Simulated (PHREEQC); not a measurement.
A solution holds 0.0075 mol/kgw Na2SeO4, 0.00021 mol/kgw NaOH and 0.0015 mol/kgw NaCl, at 25 °C. Closed to the air; pH follows from the charge balance.

Model: ion-association model, wateq4f.dat, run in PHREEQC.

### Question
The ionic strength comes out as 0.0242 mol/kgw. What activity coefficients do Na+, OH-, SeO4-2, Cl- get?

### Answer
Na+ 0.86, OH- 0.86, SeO4-2 0.55, Cl- 0.86.

This is a speciation only: nothing precipitates in the calculation.
